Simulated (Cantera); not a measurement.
A Cantera script and what it prints.

```python
import numpy as np
import cantera as ct

gas_names = """
    CL CL2 H HCL H2 N NH NH2 NH3 N2 N2H2 N2H4 Si SiCL SiCL2 SiCL3 SiCL4 SiH SiHCL3 SiH2 SiH2CL2 SiH3
    SiH3CL SiH4 SiN Si2 Si2N Si3
""".split()
cond_names = """
    NH4CL(a) NH4CL(b) Si(cr) Si(L) Si3N4(a)
""".split()


# ... load() reads the species with a 1 bar reference pressure and builds the phases ...
atoms = {
    'SiHCl3': {'Si': 1, 'H': 1, 'CL': 3},
    'N2': {'N': 2},
}
top_T = {'Si3N4(a)': 2400}  # K; cautious upper limits of use, not melting points


# ... equilibrate(T, P, feed) seeds the gas with the atoms and calls Mixture.equilibrate('TP', solver="vcs", rtol=1e-11, max_steps=5000) ...
results = []
feed = {'SiHCl3': 1, 'N2': 17}  # mol
T = 998.15  # K
P = 10000  # Pa
mix = equilibrate(T, P, feed)
results.append((T, P, feed, dict(zip(mix.species_names, mix.species_moles))))
x = sorted(zip(gas.X, gas.species_names), reverse=True)
print(f"T = {T:g} K  P = {P:g} Pa  gas = {mix.phase_moles(0):.4g} mol")
print("   x: " + "  ".join(f"{s} {v:.3e}" for v, s in x if v > 0.001))
print("   condensed (mol): " + ("  ".join(f"{mix.phase(i).name} {mix.phase_moles(i):.4g}"
      for i in range(1, mix.n_phases) if mix.phase_moles(i) > 1e-12) or "none"))
```

Result:

```
T = 998.15 K  P = 10000 Pa  gas = 18.15 mol
   x: N2 9.197e-01  HCL 4.573e-02  SiCL4 2.985e-02  H2 4.667e-03
   condensed (mol): Si3N4(a) 0.1525
```

Method: chemical equilibrium by Gibbs-energy minimisation in Cantera with the NASA 1993 tables (ideal gas, pure condensed phases). N2 is the only nitrogen source here; it is nearly inert below about 1500 K, so the nitride shown seldom forms there in practice. The tables' values for SiCl3 are old estimates; treat these amounts as uncertain.
